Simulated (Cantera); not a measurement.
Reactions in the system H-Nb-O

Cantera with NASA thermochemical tables; ideal gases at 1 bar, condensed phases pure. Values are per mole of reaction as written; species without (g) are pure solids or liquids, kept so even where they would boil at 1 bar. NbO: taken at fixed stoichiometry.

2 Nb2O5 + 2 H(g) ⇌ H2O2(g) + 4 NbO2

```tsv
T (K)	ΔH° (kJ)	ΔS° (J/K)	ΔG° (kJ)	log10 K
2248	162.7	-31.2	232.8	-5.41
2298	159.0	-32.8	234.4	-5.33
2348	155.3	-34.4	236.1	-5.25
2398	151.6	-36.0	237.8	-5.18
2448	148.0	-37.5	239.7	-5.11
2498	144.3	-38.9	241.6	-5.05
2548	140.7	-40.4	243.6	-4.99
2598	137.1	-41.8	245.6	-4.94
2648	133.5	-43.2	247.8	-4.89
2698	129.9	-44.5	249.9	-4.84
2748	126.3	-45.8	252.2	-4.79
```

O2(g) + 2 NbO ⇌ 2 NbO2(g)

```tsv
T (K)	ΔH° (kJ)	ΔS° (J/K)	ΔG° (kJ)	log10 K
2248	205.9	114.4	-51.4	1.19
2298	203.4	113.4	-57.1	1.30
2348	201.0	112.3	-62.7	1.40
2398	198.6	111.3	-68.3	1.49
2448	196.2	110.3	-73.9	1.58
2498	193.7	109.3	-79.3	1.66
2548	191.3	108.3	-84.8	1.74
2598	188.8	107.4	-90.2	1.81
2648	186.4	106.5	-95.5	1.88
2698	183.9	105.5	-100.8	1.95
2748	181.5	104.6	-106.1	2.02
```
